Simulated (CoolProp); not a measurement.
Vapour pressure (MPa) of the fluoroketone C6F12O (FK-5-1-12): the reference equation beside estimates from Tc = 168.7 °C, pc = 1.869 MPa, ω = 0.471. Clausius-Clapeyron is anchored at 41.05 °C with a constant enthalpy of vaporisation of 28.54 kJ/mol.

Model: reference Helmholtz-energy equation of state, McLinden 2015, in CoolProp.

```csv
T (°C),reference,Lee-Kesler,Clausius-Clapeyron,van der Waals,Redlich-Kwong,Peng-Robinson
-33.65,0.001537,0.001570,0.002520,0.08805,0.01210,0.001731
-22.95,0.003233,0.003268,0.004652,0.1153,0.02030,0.003527
-12.25,0.006298,0.006326,0.008166,0.1480,0.03232,0.006701
-1.65,0.01142,0.01143,0.01365,0.1861,0.04898,0.01192
9.05,0.01967,0.01967,0.02204,0.2308,0.07170,0.02023
19.75,0.03223,0.03221,0.03438,0.2822,0.1015,0.03279
30.45,0.05056,0.05055,0.05196,0.3407,0.1395,0.05103
41.05,0.07608,0.07611,0.07608,0.4060,0.1865,0.07635
51.75,0.1112,0.1112,0.1090,0.4796,0.2445,0.1112
62.45,0.1577,0.1579,0.1527,0.5613,0.3142,0.1574
73.05,0.2175,0.2176,0.2089,0.6506,0.3959,0.2168
83.75,0.2939,0.2940,0.2811,0.7493,0.4924,0.2932
94.45,0.3894,0.3893,0.3720,0.8571,0.6038,0.3888
105.15,0.5067,0.5062,0.4844,0.9740,0.7313,0.5067
115.75,0.6475,0.6467,0.6203,1.099,0.8743,0.6489
```

Absolute difference from the reference over all 15 rows, mean and median: Lee-Kesler 0.3 and 0.1 %, Clausius-Clapeyron 13.7 and 4.4 %, van der Waals 1130.3 and 433.6 %, Redlich-Kwong 217.4 and 145.1 %, Peng-Robinson 2.6 and 0.4 %.
